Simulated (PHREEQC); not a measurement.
Acid rinse or clean: speciation

Dissolve 0.0084 mol/kgw HNO3 at 25 °C. Closed to the air; pH follows from the charge balance.

Equilibrium calculation in PHREEQC: ion-association model, phreeqc.dat.

```yaml
pH: 2.11
ionic_strength: 0.00840 mol/kgw
specific_conductance: 3310 µS/cm
total_alkalinity: -8.40 meq/kg
```

| species | molality | activity | log γ |
|---|---|---|---|
| H+ | 0.00840 | 0.00772 | -0.037 |
| NO3- | 0.00840 | 0.00761 | -0.043 |

This is a speciation only: nothing precipitates in the calculation.
